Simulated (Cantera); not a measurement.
What does this Cantera script print?

```python
import numpy as np
import cantera as ct

surf = ct.Interface("ptcombust.yaml", "Pt_surf")
gas = surf.adjacent["gas"]
gas.TPX = 300, 5300, {'H2': 0.032, 'O2': 0.16, 'N2': 0.79}
jet = ct.ImpingingJet(gas=gas, width=0.024, surface=surf)
jet.inlet.mdot, jet.inlet.T, jet.inlet.X = 0.024, 300, {'H2': 0.032, 'O2': 0.16, 'N2': 0.79}
jet.set_refine_criteria(ratio=10, slope=0.2, curve=0.3)
show, cover = ['H2', 'O2', 'H2O', 'OH'], ["PT(S)", "H(S)", "O(S)", "OH(S)", "CO(S)", "C(S)"]

rows = []
print(f"{'Ts/K':>7s}" + "".join(f"{s:>11s}" for s in show + cover) + "   (gas at the wall, coverages)")
for i, Ts in enumerate([700, 750, 800, 850, 900, 950, 1000, 1050]):
    jet.surface.T = Ts
    if i == 0:
        surf.TP = Ts, 5300
        surf.coverages = "PT(S):0.5, O(S):0.5"
        surf.advance_coverages(1.0)
        jet.set_initial_guess(products="inlet")
    jet.solve(loglevel=0, auto=(i == 0))
    rows.append([*(jet.X[gas.species_index(s), -1] for s in show), *surf[cover].coverages])
    print(f"{Ts:7g}" + "".join(f"{x:11.3e}" for x in rows[-1]))
```

Result:

```
   Ts/K         H2         O2        H2O         OH      PT(S)       H(S)       O(S)      OH(S)      CO(S)       C(S)   (gas at the wall, coverages)
    700  4.421e-03  1.338e-01  5.295e-02  1.874e-10  6.537e-02  3.639e-09  9.320e-01  2.597e-03 -3.415e-22 -2.715e-30
    750  3.819e-03  1.333e-01  5.379e-02  1.172e-09  8.066e-02  7.467e-09  9.173e-01  2.091e-03  1.297e-18  1.547e-30
    800  2.932e-03  1.324e-01  5.519e-02  5.342e-09  1.132e-01  1.849e-08  8.849e-01  1.850e-03  2.092e-18  6.964e-31
    850  2.184e-03  1.318e-01  5.634e-02  1.968e-08  1.619e-01  4.640e-08  8.365e-01  1.685e-03  4.397e-17  5.826e-29
    900  1.684e-03  1.313e-01  5.704e-02  6.199e-08  2.209e-01  1.058e-07  7.776e-01  1.522e-03  9.884e-17  4.567e-25
    950  1.363e-03  1.311e-01  5.742e-02  1.720e-07  2.855e-01  2.169e-07  7.131e-01  1.356e-03  5.812e-16  3.748e-25
   1000  1.154e-03  1.314e-01  5.688e-02  4.252e-07  3.530e-01  4.043e-07  6.459e-01  1.188e-03 -1.404e-20 -1.110e-29
   1050  1.005e-03  1.313e-01  5.693e-02  9.712e-07  4.198e-01  7.003e-07  5.792e-01  1.038e-03  3.342e-16  1.677e-25
```

Model: Deutschmann's 1995 Pt surface mechanism with GRI-Mech 3.0 gas chemistry, integrated in Cantera. Catalytic surfaces can have several steady states; this one follows from the mechanism file's or the stated starting coverage.
